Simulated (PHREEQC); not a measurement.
Dissolve 0.56 mol/kgw CaCl2 and 0.049 mol/kgw KCl at 25 °C. Closed to the air; pH follows from the charge balance.

All values are PHREEQC results (Pitzer model, pitzer.dat), not measurements.

This is a speciation only: nothing precipitates in the calculation.

**Question.** Predict the activity of water, density.

**Answer.** activity of water 0.971; density 1.048 g/cm³.
